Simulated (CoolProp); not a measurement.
Water at several states: fugacity coefficient from the reference equation and from simpler models built on Tc = 647.1 K, pc = 22.06 MPa, ω = 0.344; each cubic takes its own stable root.

The numbers come from the reference Helmholtz-energy equation of state, Wagner 2002 in CoolProp.

```csv
T (K),p (MPa),phase,reference
858.3,8.41,gas,0.9586
974.8,47.2,supercritical,0.8723
405.1,4.41,liquid,0.06457
559.1,0.0149,gas,0.9996
```

Question: How far does each simpler model (van der Waals, Redlich-Kwong, Soave-Redlich-Kwong, Peng-Robinson) lie from the reference over these 4 states: mean and median of the absolute difference, and the worst?

Answer: 
- van der Waals: mean 175.3 %, median 4.8 %, worst +691.7 % at 405.1 K and 4.41 MPa
- Redlich-Kwong: mean 37.2 %, median 3.4 %, worst +142.1 % at 405.1 K and 4.41 MPa
- Soave-Redlich-Kwong: mean 1.6 %, median 1.2 %, worst +3.9 % at 974.8 K and 47.2 MPa
- Peng-Robinson: mean 0.6 %, median 0.6 %, worst -1.0 % at 405.1 K and 4.41 MPa
